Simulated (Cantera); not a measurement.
An isothermal plug-flow reactor at 948 K and 0.350 bar (inlet), inlet velocity 2.3 m/s, active area per volume 7800 1/m; feed 1.00 % H₂, 9.11 % O₂, 88.8 % N₂, 1.06 % H₂O.

Computed with Cantera and Deutschmann's 1995 Pt surface mechanism with GRI-Mech 3.0 gas chemistry. Catalytic surfaces can have several steady states; this one follows from the mechanism file's or the stated starting coverage. Mass transfer to the wall is taken as infinitely fast.

x: gas mole fraction; θ: surface coverage.

```csv
z (m),x H₂,x O₂,x H₂O,θ free Pt,θ O*,θ OH*
5.7e-05,?,0.0874,0.0188,0.211,0.787,0.00185
0.00011,?,0.0867,0.0202,0.202,0.796,0.00185
0.00021,?,0.0865,0.0206,0.200,0.798,0.00185
0.00041,?,0.0865,0.0207,0.200,0.799,0.00185
0.00079,6.84e-11,0.0865,0.0207,0.200,0.799,0.00185
0.0015,5.23e-11,0.0865,0.0207,0.200,0.799,0.00185
0.0029,5.23e-11,0.0865,0.0207,0.200,0.799,0.00185
0.0057,5.23e-11,0.0865,0.0207,0.200,0.799,0.00185
```

Q: Some entries are withheld; supply them.

A: 
- 5.7e-05, x H₂: 0.00187
- 0.00011, x H₂: 0.000472
- 0.00021, x H₂: 3.73e-5
- 0.00041, x H₂: 2.38e-7
